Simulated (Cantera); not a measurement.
A closed system holds: 1 mol TiCl₄, a varied amount of O₂, 1 mol H₂, equilibrated at 1525 K and 10.0 mbar.

Equilibrium computed with Cantera from the NASA thermochemical tables; the gas is ideal and each condensed phase is pure. Candidate condensed phases: H₂O, Ti, TiCl₂, TiCl₃, TiCl₄, TiO, TiO₂, Ti₂O₃, Ti₃O₅, Ti₄O₇; 23 gas species. Condensed phases not in the tables: Magnéli phases beyond Ti₄O₇. Kinetics and transport are ignored.

**Question.** What share of the Ti ends up in condensed phases as a function of n(O₂) (mol), at 0.11, 0.19, 0.33, 0.57, 0.98, 1.7, 2.9, 5.1, 8.9?

**Answer.** 
```tsv
n(O₂) (mol)	Ti condensed (%)	as
0.11	14.7	Ti₂O₃(s)
0.19	22.8	Ti₃O₅(s)
0.33	39.6	Ti₃O₅(s)
0.57	57.0	TiO₂(rutile)
0.98	97.2	TiO₂(rutile)
1.7	100.0	TiO₂(rutile)
2.9	100.0	TiO₂(rutile)
5.1	100.0	TiO₂(rutile)
8.9	100.0	TiO₂(rutile)
```
